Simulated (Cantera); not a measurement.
A perfectly stirred reactor is fed with 29.7 % CH4, 68.2 % CO2, 2.14 % H2, at 0.610 bar; it is held at 1748 K, and followed from long to short residence time.

Computed with Cantera and GRI-Mech 3.0 (53 species, 325 reactions).

Predict: x(CH4) at τ = 4.70 s; x(CO2) at τ = 4.70 s; x(H2) at τ = 4.70 s; x(CO) at τ = 4.70 s; x(CH4) at τ = 55.0 ms; x(CO2) at τ = 55.0 ms; x(H2) at τ = 55.0 ms; x(CO) at τ = 55.0 ms.


```json
{
 "x(CH4) at τ = 4.70 s": "0.00578",
 "x(CO2) at τ = 4.70 s": "0.104",
 "x(H2) at τ = 4.70 s": "0.219",
 "x(CO) at τ = 4.70 s": "0.508",
 "x(CH4) at τ = 55.0 ms": "0.0483",
 "x(CO2) at τ = 55.0 ms": "0.289",
 "x(H2) at τ = 55.0 ms": "0.112",
 "x(CO) at τ = 55.0 ms": "0.283"
}
```
